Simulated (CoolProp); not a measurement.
Normal hydrogen at 298.15 K and 1.67 MPa flows at 0.26 m/s in a round tube of 2 mm bore and 15 µm roughness, fully developed (64/Re and Nu = 3.66 if laminar; Colebrook and Gnielinski if turbulent). Each further row changes one setting.

Values from CoolProp's reference Helmholtz-energy equation of state, Leachman 2009.

```json
[
 {"case": "as stated", "Reynolds number": "78.5", "Darcy friction factor": "0.816", "pressure drop (Pa/m)": "18.5", "heat-transfer coefficient (W/(m² K))": "344", "mass flow (kg/h)": "0.00395"},
 {"case": "velocity 0.52 m/s", "Reynolds number": "157", "Darcy friction factor": "0.408", "pressure drop (Pa/m)": "37.1", "heat-transfer coefficient (W/(m² K))": "344", "mass flow (kg/h)": "0.00791"},
 {"case": "diameter 4 mm", "Reynolds number": "157", "Darcy friction factor": "0.408", "pressure drop (Pa/m)": "4.63", "heat-transfer coefficient (W/(m² K))": "172", "mass flow (kg/h)": "0.0158"}
]
```

Viscosity comes from a separate model (Muzny 2013). Thermal conductivity comes from a separate model (Assael 2011).
